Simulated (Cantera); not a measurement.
# Premixed flame

A freely propagating, adiabatic, planar premixed flame of 41.6 % H2, 12.2 % O2, 46.2 % N2, equivalence ratio 1.7, unburnt at 475 K and 1.00 bar; mixture-averaged transport, grid criteria slope 0.08 and curve 0.16, no radiation.

Cantera simulation using the H2/O2 subset of GRI-Mech 3.0, which has no nitrogen chemistry; the numbers are that mechanism's predictions, not measurements. Burning velocities carry a grid error of a few per cent, more on coarse grids.

| z (mm) | T (K) | u (m/s) | x H2 | x O2 | x HO2 | x H2O | x H2O2 | x OH |
|---|---|---|---|---|---|---|---|---|
| -1.22 | 475 | 6.20 | 0.416 | 0.122 | <1e-8 | <1e-8 | <1e-8 | <1e-8 |
| -0.814 | 475 | 6.20 | 0.416 | 0.122 | <1e-8 | <1e-8 | <1e-8 | <1e-8 |
| -0.610 | 475 | 6.20 | 0.416 | 0.122 | <1e-8 | <1e-8 | <1e-8 | <1e-8 |
| -0.407 | 475 | 6.20 | 0.416 | 0.122 | 9.08e-8 | 6.18e-8 | <1e-8 | <1e-8 |
| -0.203 | 495 | 6.42 | 0.412 | 0.123 | 0.000242 | 0.000595 | 6.28e-6 | 5.18e-5 |
| -0.102 | 760 | 9.61 | 0.376 | 0.116 | 0.000206 | 0.0222 | 2.94e-5 | 0.000869 |
| 0 | 1198 | 14.7 | 0.275 | 0.0785 | 7.76e-5 | 0.105 | 3.19e-6 | 0.00240 |
| 0.102 | 1492 | 18.1 | 0.181 | 0.0238 | 2.22e-5 | 0.208 | 1.58e-6 | 0.00526 |
| 0.203 | 1623 | 19.6 | 0.156 | 0.00618 | 5.54e-6 | 0.243 | 1.00e-6 | 0.00631 |
| 0.407 | 1747 | 20.9 | 0.157 | 0.00207 | 1.78e-6 | 0.253 | 6.11e-7 | 0.00705 |
| 0.814 | 1874 | 22.2 | 0.165 | 0.00136 | 1.11e-6 | 0.258 | 3.35e-7 | 0.00720 |
| 1.63 | 1997 | 23.5 | 0.172 | 0.000817 | 6.71e-7 | 0.263 | 1.74e-7 | 0.00660 |
| 3.25 | 2102 | 24.5 | 0.179 | 0.000423 | 3.71e-7 | 0.267 | 9.08e-8 | 0.00540 |
x: mole fraction of selected species; z is measured from the peak of heat release.

```yaml
laminar_burning_velocity: 620 cm/s
thermal_thickness: 0.407 mm
peak x(HO2): 0.000370
peak x(H2O2): 3.28e-5
peak x(OH): 0.00723
grid_points: 121
```
